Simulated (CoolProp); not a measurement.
A Linde-Hampson liquefier for normal hydrogen: isothermal reversible compression at 280 K from 1 atm to 30 MPa, throttling to 1 atm, return gas leaving the recuperator 10 K below the feed. Each further row changes one setting.

Values from CoolProp's reference Helmholtz-energy equation of state, Leachman 2009.

```csv
case,compression work (kJ/kg of gas)
as stated,6790
high pressure 60 MPa,7830
warm-end temperature 310 K,7500
warm-end gap 15 K,6790
```
